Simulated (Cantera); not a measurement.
Feed: 1 mol Si, 0.53 mol Br2, 82 mol N2, equilibrated at 850 Pa.

Equilibrium computed with Cantera from the NASA thermochemical tables; the gas is ideal and each condensed phase is pure. Candidate condensed phases: Br2, Si, Si3N4; 13 gas species. N2 is the only nitrogen source here; it is nearly inert below about 1500 K, so the nitride shown seldom forms there in practice. The tables' values for SiBr3 are old estimates; treat these amounts as uncertain. Rates play no part. All values below are at 1000 °C.

Base state: N2 0.995, SiBr4 0.00200, Br 0.00179, SiBr2 0.00122, SiBr3 0.000227 (mole fractions); condensed: Si3N4(s).

Q: What changes in the equilibrium state with this change: Br2 from 0.53 to 5 mol?

A: 
| species | before | after |
|---|---|---|
| N2 | 0.995 | 0.926 |
| Br | 0.00179 | 0.0572 |
| SiBr4 | 0.00200 | 0.0112 |
| Br2 | 5.21e-6 | 0.00530 |
| SiBr2 | 0.00122 | 6.71e-6 |
| SiBr3 | 0.000227 | 4.00e-5 |
| Si3N4(s), mol | 0.239 | 0 |
